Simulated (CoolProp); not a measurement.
Vapour pressure (bar) of n-undecane: the reference equation beside estimates from Tc = 365.7 °C, pc = 19.90 bar, ω = 0.539.

Values from CoolProp's reference Helmholtz-energy equation of state, Aleksandrov 2011. It is a short technical equation, of lower accuracy than the large ones.

| T (°C) | reference | Lee-Kesler | van der Waals | Redlich-Kwong | Soave-Redlich-Kwong | Peng-Robinson |
|---|---|---|---|---|---|---|
| 214.05 | 1.554 | 1.575 | 6.095 | 3.450 | 1.582 | 1.579 |
| 222.25 | 1.860 | 1.889 | 6.598 | 3.908 | 1.899 | 1.892 |
| 230.35 | 2.206 | 2.244 | 7.121 | 4.400 | 2.260 | 2.247 |
| 238.45 | 2.601 | 2.648 | 7.669 | 4.933 | 2.671 | 2.652 |
| 246.65 | 3.053 | 3.112 | 8.251 | 5.517 | 3.144 | 3.118 |
| 254.75 | 3.558 | 3.628 | 8.852 | 6.139 | 3.672 | 3.638 |
| 262.85 | 4.125 | 4.208 | [?] | 6.807 | 4.265 | 4.222 |
| 271.05 | 4.768 | [?] | 10.14 | [?] | 4.938 | 4.886 |
| 279.15 | 5.477 | 5.587 | 10.82 | 8.297 | 5.679 | 5.617 |
| 287.25 | 6.264 | 6.390 | 11.53 | 9.112 | 6.502 | 6.430 |
| 295.45 | 7.150 | 7.290 | 12.28 | 9.991 | 7.424 | 7.343 |
| 303.55 | [?] | [?] | 13.05 | 10.91 | 8.428 | [?] |

Question: Some entries are withheld; supply them.

Answer: 
- 262.85, van der Waals: 9.479
- 271.05, Lee-Kesler: 4.865
- 271.05, Redlich-Kwong: 7.531
- 303.55, reference: 8.118
- 303.55, Lee-Kesler: 8.273
- 303.55, Peng-Robinson: 8.340

Absolute difference from the reference over all 12 rows, mean and median: Lee-Kesler 1.9 and 1.9 %, van der Waals 153.4 and 139.3 %, Redlich-Kwong 72.4 and 68.8 %, Soave-Redlich-Kwong 3.1 and 3.3 %, Peng-Robinson 2.2 and 2.3 %.
